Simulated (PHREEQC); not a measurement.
0.037 g of hydrous ferric oxide (600 m²/g; 0.2 weak and 0.005 strong sites per Fe, Dzombak-Morel constants, diffuse double layer) in 1 kg of water with 0.001 mol/kgw of an inert sodium salt, at 25 °C; the pH is set by adding NaOH or the inert anion's acid. Oxygen alone is held at its pressure in air (log pO2 = -0.68). CO2 from the air is kept out. No solid was allowed to form.

Equilibrium calculation in PHREEQC: ion-association model, wateq4f.dat.

```json
[
 {"pH": "4", "surface charge σ (C/m²)": "0.117", "surface potential ψ (mV)": "210"},
 {"pH": "4.67", "surface charge σ (C/m²)": "0.067", "surface potential ψ (mV)": "…"},
 {"pH": "5.33", "surface charge σ (C/m²)": "0.037", "surface potential ψ (mV)": "154"},
 {"pH": "6", "surface charge σ (C/m²)": "0.019", "surface potential ψ (mV)": "119"},
 {"pH": "6.67", "surface charge σ (C/m²)": "0.009", "surface potential ψ (mV)": "83"},
 {"pH": "7.33", "surface charge σ (C/m²)": "0.004", "surface potential ψ (mV)": "45"},
 {"pH": "8.67", "surface charge σ (C/m²)": "…", "surface potential ψ (mV)": "-32"},
 {"pH": "9.33", "surface charge σ (C/m²)": "…", "surface potential ψ (mV)": "-70"},
 {"pH": "10", "surface charge σ (C/m²)": "-0.015", "surface potential ψ (mV)": "-107"},
 {"pH": "10.67", "surface charge σ (C/m²)": "…", "surface potential ψ (mV)": "-141"},
 {"pH": "11.33", "surface charge σ (C/m²)": "-0.085", "surface potential ψ (mV)": "-166"},
 {"pH": "12", "surface charge σ (C/m²)": "-0.200", "surface potential ψ (mV)": "-176"}
]
```

Fill in the missing entries.


- 4.67, surface potential ψ (mV): 184
- 8.67, surface charge σ (C/m²): -0.003
- 9.33, surface charge σ (C/m²): -0.007
- 10.67, surface charge σ (C/m²): -0.035
